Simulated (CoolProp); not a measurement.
A single-stage vapour-compression cycle with n-perfluorobutane: evaporating at 297.15 K (dew point), condensing at 328.15 K (bubble point), superheat 5 K, subcooling 8 K, compressor efficiency 0.65, no pressure losses. Each further row changes one setting.

Computed with CoolProp (reference Helmholtz-energy equation of state, Gao 2022).

```tsv
case	cooling COP	pressure ratio	discharge temperature (K)	refrigerating effect (kJ/kg)	volumetric capacity (kJ/m³)
as stated	5.30	2.45	328.2	66.1	1780
evaporating temperature 302.15 K	6.73	2.09	328.2	70.0	2200
condensing temperature 323.15 K	6.67	2.15	323.1	72.0	1940
subcooling 13 K	5.77	2.45	328.2	72.0	1940
superheat 15 K	5.59	2.45	331.8	75.1	1940
compressor efficiency 0.55	4.48	2.45	328.2	66.1	1780
```

The compression ends wet for: as stated; evaporating temperature 302.15 K; condensing temperature 323.15 K; subcooling 13 K; compressor efficiency 0.55.
